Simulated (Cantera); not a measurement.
Feed: 1 mol Ti(OiPr)4, 1.6 mol H2, equilibrated at 0.113 Torr.

These are equilibrium values from Cantera (NASA tables, ideal gas, pure condensed phases), not measurements of a reactor. Candidate condensed phases: C, C6H6, C7H8, C8H18, H2O, Ti, TiC, TiO, TiO2, Ti2O3, Ti3O5, Ti4O7; 113 gas species. The feed counts by its element totals alone. TiC: taken at fixed stoichiometry. Kinetics and transport are ignored.

**Question.** At 2100 K, list the 5 most abundant gas species with their mole fractions, and the condensed phases.

**Answer.** H2 0.616, H 0.200, CO 0.184, C2H2 (acetylene) 0.000889, Ti 3.21e-5. Condensed: C(graphite) + TiC(s).
